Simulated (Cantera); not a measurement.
Charge: 1 mol HgO, 7.1 mol H₂, at 950 K and 9.50 mbar.

Cantera equilibrium calculation (NASA polynomials, part measured and part estimated; ideal gas, pure solids and liquids). Candidate condensed phases: H₂O, Hg, HgO; 10 gas species. Equilibrium is a limit: real reactors are often held back by kinetics, nucleation or transport.

Q: What is the equilibrium state?

A: 
```
Property                             Result
--------------------------------  ---------
x(H₂)                                 0.753
x(H₂O)                                0.123
x(Hg)                                 0.123
gas amount                        8.100 mol
log10 activity of Hg(l) (absent)      -4.56
```
